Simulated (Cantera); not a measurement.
Input (Python, Cantera) and output of one run.

```python
import numpy as np
import cantera as ct

gas_names = """
    O O2 O3 Zr ZrO ZrO2
""".split()
cond_names = """
    Zr(a) Zr(b) Zr(L) ZrO2(a) ZrO2(b) ZrO2(L)
""".split()


def load(file, names, dense=False):
    # The tables refer to 1 bar. Condensed volumes are neglected.
    table = {s.name: s for s in ct.Species.list_from_file(file)}
    out = []
    for n in names:
        d = dict(table[n].input_data)
        d["thermo"] = dict(d["thermo"], **{"reference-pressure": 1e5})
        if dense:
            d["equation-of-state"] = {"model": "constant-volume", "density": "1e6 g/cm^3"}
        out.append(ct.Species.from_dict(d))
    return out


gas = ct.Solution(thermo="ideal-gas", species=load("nasa_gas.yaml", gas_names))
cond = {s.name: ct.Solution(thermo="fixed-stoichiometry", species=[s], name=s.name)
        for s in load("nasa_condensed.yaml", cond_names, dense=True)}
atoms = {
    'Zr': {'Zr': 1},
    'O2': {'O': 2},
}
top_T = {}  # K; cautious upper limits of use, not melting points


def equilibrate(T, P, feed):
    n = {}
    for name, mol in feed.items():
        for a, k in atoms[name].items():
            n[a] = n.get(a, 0.0) + k * mol
    gas.TPX = T, P, n
    mass = sum(n.values()) * gas.mean_molecular_weight
    gas.equilibrate("TP")
    valid = [c for c in cond.values() if c.min_temp <= T <= top_T.get(c.name, c.max_temp)]
    mix = ct.Mixture([(gas, mass / gas.mean_molecular_weight)] + [(c, 0.0) for c in valid])
    mix.T, mix.P = T, P
    mix.equilibrate("TP", solver="vcs", rtol=1e-11, max_steps=5000)
    return mix


results = []
feed = {'Zr': 1, 'O2': 7.5}  # mol
P = 940000  # Pa
for T in [923, 1023, 1123, 1223, 1323, 1423, 1523]:
    mix = equilibrate(T, P, feed)
    results.append((T, P, feed, dict(zip(mix.species_names, mix.species_moles))))

top = {s: max(r[3][s] / sum(r[3][g] for g in gas_names) for r in results) for s in gas_names}
cols = sorted((s for s in top if top[s] > 1e-05), key=lambda s: -top[s])[:5]
seen = [c for c in cond_names if any(r[3].get(c, 0) > 1e-12 for r in results)]
print("log10 of partial pressures in bar; condensed amounts in mol")
print(f"{'T/K':>10s}" + "".join(f"{s[:9]:>10s}" for s in cols + seen))
for T, P, feed, n in results:
    ng = sum(n[g] for g in gas_names)
    print(f"{T:10.4g}" + "".join(f"{np.log10(max(n[s] / ng * P / 1e5, 1e-99)):10.3f}" for s in cols)
          + "".join(f"{n.get(c, 0):10.4g}" for c in seen))
```

Output:

```
log10 of partial pressures in bar; condensed amounts in mol
       T/K        O2   ZrO2(a)   ZrO2(b)
       923     0.973         1         0
      1023     0.973         1         0
      1123     0.973         1         0
      1223     0.973         1         0
      1323     0.973         1         0
      1423     0.973         1         0
      1523     0.973         0         1
```

These are equilibrium values from Cantera (NASA tables, ideal gas, pure condensed phases), not measurements of a reactor.
